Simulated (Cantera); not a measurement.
A closed system holds: 1 mol Si₂Cl₆, 0.11 mol HCl, 220 mol H₂, held at 1125 °C and 0.00133 bar.

These are equilibrium values from Cantera (NASA tables, ideal gas, pure condensed phases), not measurements of a reactor. Candidate condensed phases: Si; 19 gas species. The feed counts by its element totals alone. Rates play no part.

Base state: H₂ 0.974, HCl 0.0239, SiCl₂ 0.00173, H 0.000128 (mole fractions); condensed: Si(s).

Task: What changes in the equilibrium state with this change: H₂ from 220 to 630 mol?

Result: 
```json
[
 {"species": "H₂", "before": "0.974", "after": "0.990"},
 {"species": "HCl", "before": "0.0239", "after": "0.00915"},
 {"species": "SiCl₂", "before": "0.00173", "after": "0.000249"},
 {"species": "H", "before": "0.000128", "after": "0.000129"},
 {"species": "Si(s), mol", "before": "1.61", "after": "1.84"}
]
```

Task: What changes in the equilibrium state with this change: H₂ from 220 to 610 mol?

Result: 
```csv
species,before,after
H₂,0.974,0.990
HCl,0.0239,0.00943
SiCl₂,0.00173,0.000265
H,0.000128,0.000129
"Si(s), mol",1.61,1.84
```
